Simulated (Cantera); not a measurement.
Input: 1 mol MgSO₄, 4 mol CO₂, 0.11 mol H₂, equilibrated at 0.233 Torr.

These are equilibrium values from Cantera (NASA tables, ideal gas, pure condensed phases), not measurements of a reactor. Candidate condensed phases: C, C₆H₆, C₇H₈, C₈H₁₈, H₂O, H₂SO₄, Mg, MgCO₃, MgO, Mg(OH)₂, MgS, MgSO₄, S; 130 gas species. Rates play no part.

At 1300 °C, list the 7 most abundant gas species with their mole fractions, and the condensed phases.

CO₂ 0.717, SO₂ 0.180, O₂ 0.0808, H₂O 0.0196, CO 0.00199, OH 0.000377, O 0.000169. Condensed: MgO(s).
